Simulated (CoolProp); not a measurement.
Vapour-liquid equilibrium of R22 (1) + R115 (2) at 0.551 MPa; x and y are mole fractions of (1).

Computed with CoolProp (multi-fluid Helmholtz-energy mixture model, Kamei 1995 and Lemmon 2016; pair parameters Bell 2016).

Problem. Give the bubble temperature and the first vapour's composition at x = 0.2, 0.5, 0.95. Is there an azeotrope?

Solution. x = 0.2: 274.4 K, y = 0.287; x = 0.5: 272.6 K, y = 0.503; x = 0.95: 275.6 K, y = 0.933. y crosses x between x = 0.5 and 0.65: the model has an azeotrope there.

Pair parameters are fitted to limited data, so mixtures are less certain than the pure fluids.
